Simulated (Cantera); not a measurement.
Thermodynamics of halide evaporation, hydrolysis and transport, feed CaCl₂ + O₂ + N₂

Charge: 1 mol CaCl₂, 0.11 mol O₂, 1.7 mol N₂, at 2048 K and 0.610 Pa.

Cantera equilibrium calculation (NASA polynomials, part measured and part estimated; ideal gas, pure solids and liquids). Candidate condensed phases: Ca, CaCl₂, CaO; 17 gas species. Condensed phases not in the tables: oxide chlorides. Equilibrium is a limit: real reactors are often held back by kinetics, nucleation or transport.

```json
{
  "x(N₂)": "0.483",
  "x(Cl)": "0.183",
  "x(CaCl₂)": "0.168",
  "x(Ca)": "0.0642",
  "x(CaCl)": "0.0510",
  "x(O)": "0.0392",
  "x(O₂)": "0.0102",
  "x(NO)": "0.00150",
  "x(CaO)": "0.000383",
  "n(CaO(s))": "0.00434 mol",
  "gas_amount": "3.513 mol",
  "log10 activity of CaCl₂(l) (absent)": "-5.55",
  "log10 activity of Ca(l) (absent)": "-6.98"
}
```
